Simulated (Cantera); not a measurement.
A perfectly stirred reactor is fed with 19.6 % NH3, 80.4 % N2, at 101000 Pa; it is held at 1700 K, and followed from long to short residence time.

Model: the gas-phase N/H chemistry of the illustrative SiF4/NH3 mechanism in the Surface Chemkin manual (1991), integrated in Cantera. Walls and surfaces, which speed up NH3 decomposition in real reactors, are not modelled.

x: mole fraction; the columns are a selection and need not sum to one.

| τ (s) | x NH3 | x N2H4 | x H2 | x N2H2 | x H | x NH | x N2 |
|---|---|---|---|---|---|---|---|
| 15 | 0.0357 | 4.02e-9 | 0.201 | 1.52e-8 | ___ | 3.06e-7 | 0.763 |
| 2.3 | 0.0913 | 1.93e-8 | 0.131 | 6.85e-8 | ___ | 5.55e-7 | 0.777 |
| 0.35 | 0.160 | 4.95e-8 | 0.0452 | 1.65e-7 | ___ | 7.08e-7 | 0.795 |
| 0.053 | 0.189 | 7.42e-8 | 0.00858 | 2.14e-7 | ___ | 5.83e-7 | 0.802 |
| 0.0081 | 0.195 | 7.91e-8 | 0.00126 | 2.02e-7 | ___ | 4.07e-7 | 0.804 |
| 0.0012 | 0.196 | 3.92e-8 | 0.000117 | 9.37e-8 | ___ | 2.21e-7 | 0.804 |
| 0.00019 | 0.196 | 2.32e-9 | 8.96e-6 | 4.74e-9 | ___ | 2.11e-8 | 0.804 |

### Question
Some entries are withheld; supply them.

### Answer

- 15, x H: 4.85e-5
- 2.3, x H: 2.72e-5
- 0.35, x H: 8.59e-6
- 0.053, x H: 1.73e-6
- 0.0081, x H: 2.98e-7
- 0.0012, x H: 5.07e-8
- 0.00019, x H: 2.02e-8
